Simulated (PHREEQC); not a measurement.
Solution (85 °C): 2 mmol/kgw H2SO4, 1.3 mmol/kgw H4SiO4 and 91 mmol/kgw KH2PO4. Closed to the air; pH follows from the charge balance.

All values are PHREEQC results (ion-association model, phreeqc.dat), not measurements.

```yaml
pH: 3.67
ionic_strength: 0.0920 mol/kgw
specific_conductance: 21300 µS/cm
density: 0.977 g/cm³
total_alkalinity: -4.00 meq/kg
```

```
species  molality  activity   log γ
-------  --------  --------  ------
K+         0.0903    0.0674  -0.128
H2PO4-     0.0872    0.0672  -0.113
H3PO4     0.00376   0.00384   0.009
H4SiO4    0.00130   0.00133   0.009
SO4-2     0.00129  0.000442  -0.467
KSO4-    0.000648  0.000500  -0.113
H+       0.000264  0.000214  -0.091
HPO4-2    7.50e-5   2.58e-5  -0.463
HSO4-     5.71e-5   4.35e-5  -0.119
KHPO4-    4.40e-6   3.39e-6  -0.113
H3SiO4-   5.26e-9   3.95e-9  -0.124
OH-       2.01e-9   1.49e-9  -0.129
```

This is a speciation only: nothing precipitates in the calculation. Saturation is exceeded, for instance for Quartz (slow to form), Chalcedony (slow to form); the values hold only as long as no solid forms. Constants without temperature data keep their 25 °C values here.
